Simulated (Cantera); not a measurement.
A closed system holds: 1 mol Fe, 0.081 mol O2, 58 mol N2, at 1875 K.

Equilibrium computed with Cantera from the NASA thermochemical tables; the gas is ideal and each condensed phase is pure. Candidate condensed phases: Fe, FeO, Fe2O3, Fe3O4; 11 gas species. Each liquid is taken as pure. Mutual solubility and eutectic melting of coexisting phases are not modelled. The tables' stoichiometric FeO is somewhat more stable than real wüstite, so its field is too wide. FeO: taken at fixed stoichiometry. The numbers say what is thermodynamically allowed, not how fast it happens.

Problem. Which condensed phases are stable at each of these points (P (Pa)): 10, 48, 230, 1100, 5500, 26000, 130000, 620000, 3000000?

Solution. 
```csv
P (Pa),condensed phases,Fe condensed (%)
10,gas only,0.0
48,gas only,0.0
230,FeO(l),14.5
1100,Fe(l) + FeO(l),56.6
5500,Fe(l) + FeO(l),91.4
26000,Fe(l) + FeO(l),98.2
130000,Fe(l) + FeO(l),99.6
620000,Fe(l) + FeO(l),99.9
3000000,Fe(l) + FeO(l),100.0
```

From 0.0750 Torr to 0.360 Torr nothing is condensed. At 1.73 Torr the condensed part is FeO(l). From 8.25 Torr to 22500 Torr the condensed part is Fe(l) + FeO(l).
